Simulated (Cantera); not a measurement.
## Pyrogenic steam for wet oxidation

An isothermal, constant-pressure homogeneous reactor starts with 17.7 % H2, 12.7 % O2, 69.6 % N2, equivalence ratio 0.70, at 1200 K and 0.133 bar.

Model: the H2/O2 subset of GRI-Mech 3.0, which has no nitrogen chemistry, integrated in Cantera. The temperature is held fixed by assumption; the heat of reaction is taken as removed at once.

```csv
t (s),x H2,x O2,x H2O,x HO2,x H2O2,x OH
1.00e-6,0.177,0.127,<1e-12,2.06e-10,<1e-12,2.74e-12
7.17e-6,0.177,0.127,1.19e-10,1.48e-9,<1e-12,8.03e-11
5.14e-5,0.177,0.127,2.27e-8,1.10e-8,3.94e-11,2.52e-9
0.000368,0.152,0.116,0.0178,7.79e-6,1.70e-7,0.00130
0.00264,0.00556,0.0440,0.183,6.82e-6,1.11e-6,0.00191
0.0189,9.46e-5,0.0416,0.194,1.36e-6,2.55e-7,0.000222
0.136,2.75e-6,0.0417,0.194,6.13e-8,2.01e-8,4.12e-5
0.973,2.35e-7,0.0417,0.194,6.60e-9,2.31e-9,1.25e-5
6.97,4.19e-8,0.0417,0.194,3.30e-9,4.39e-10,5.24e-6
50.0,3.34e-8,0.0417,0.194,3.36e-9,3.47e-10,4.62e-6
```
x: mole fraction; the columns are a selection and need not sum to one.

Equilibrium at this temperature and pressure: H2 3.34e-8, O2 0.0417, H2O 0.194, HO2 3.36e-9, H2O2 3.47e-10, OH 4.62e-6 (gas phase only).
